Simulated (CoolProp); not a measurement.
Saturation properties of acetone (Tc = 235.0 °C, pc = 4692 kPa, ω = 0.307).

Values from CoolProp's reference Helmholtz-energy equation of state, Lemmon 2006. It is a short technical equation, of lower accuracy than the large ones.

```tsv
T (°C)	p (kPa)	liquid density (kg/m³)	vapour density (kg/m³)
81.55	225.4	717.8	4.846
85.75	254.0	712.5	5.434
89.85	284.5	707.2	6.061
94.05	318.6	701.7	6.763
98.15	354.9	696.3	…
102.35	395.3	690.7	…
106.45	…	685.1	9.223
110.65	485.4	…	10.20
```

Q: Fill in the missing entries.

A: 
- 98.15, vapour density (kg/m³): 7.509
- 102.35, vapour density (kg/m³): 8.341
- 106.45, p (kPa): 438.1
- 110.65, liquid density (kg/m³): 679.3

It boils at 56.1 °C under 1 atm.
